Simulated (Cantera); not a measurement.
What does this Cantera script print?

```python
import numpy as np
import cantera as ct

gas = ct.Solution("gri30.yaml")


def delay(T, t_max=10):
    gas.TPX = T, 1000000, {'C3H8': 1, 'O2': 3.57, 'N2': 24.6}
    reactor = ct.IdealGasReactor(gas, clone=False)
    net = ct.ReactorNet([reactor])
    net.rtol, net.atol = 1e-8, 1e-16
    while net.time < t_max:
        t_old, T_old = net.time, reactor.T
        net.step()
        if reactor.T > T + 400:  # ignition: a rise of 400 K
            return t_old + (T + 400 - T_old) / (reactor.T - T_old) * (net.time - t_old)
    return np.nan


taus = []
for T in [1250, 1300, 1350, 1400, 1450, 1500, 1550, 1600]:
    taus.append(delay(T))
    print(f"T0 = {T:6g} K   tau = {taus[-1]:.4e} s")
```

Result:

```
T0 =   1250 K   tau = 9.9854e-04 s
T0 =   1300 K   tau = 4.2441e-04 s
T0 =   1350 K   tau = 1.9291e-04 s
T0 =   1400 K   tau = 9.4207e-05 s
T0 =   1450 K   tau = 4.9429e-05 s
T0 =   1500 K   tau = 2.7779e-05 s
T0 =   1550 K   tau = 1.6645e-05 s
T0 =   1600 K   tau = 1.0577e-05 s
```

Model: GRI-Mech 3.0 (53 species, 325 reactions), integrated in Cantera. GRI-Mech 3.0 was tuned for natural gas; its chemistry of propane as a main component is partial and can be far from experiment.
